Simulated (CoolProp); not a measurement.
Values from CoolProp's reference Helmholtz-energy equation of state, Thol 2018.

For hydrogen chloride, give the phase and the density (kg/m³), isothermal compressibility (1/MPa) at 298 K and 1.28 MPa; 298 K and 1.6 MPa.


- 298 K and 1.28 MPa: gas; density 20.5, isothermal compressibility 0.853
- 298 K and 1.6 MPa: gas; density 26.2, isothermal compressibility 0.701
